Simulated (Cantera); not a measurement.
Input: 1 mol CuO, 0.38 mol C, 0.13 mol CO, at 2148 K and 120 Pa.

Equilibrium computed with Cantera from the NASA thermochemical tables; the gas is ideal and each condensed phase is pure. The numbers say what is thermodynamically allowed, not how fast it happens.

```json
[
 {"species": "Cu", "before": "0.603", "after": "0.586"},
 {"species": "CO₂", "before": "0.213", "after": "0.220"},
 {"species": "CO", "before": "0.0951", "after": "0.156"},
 {"species": "O₂", "before": "0.0730", "after": "0.0289"},
 {"species": "O", "before": "0.0150", "after": "0.00947"},
 {"species": "CuO", "before": "0.000528", "after": "0.000323"},
 {"species": "Cu₂", "before": "0.000186", "after": "0.000175"}
]
```
Gas species are given as mole fractions.

Q: Which change was made?
A. temperature from 2148 K to 2248 K
B. temperature from 2148 K to 2273 K
C. temperature from 2148 K to 1950 K
D. C from 0.38 to 0.51 mol

A: D, C from 0.38 to 0.51 mol
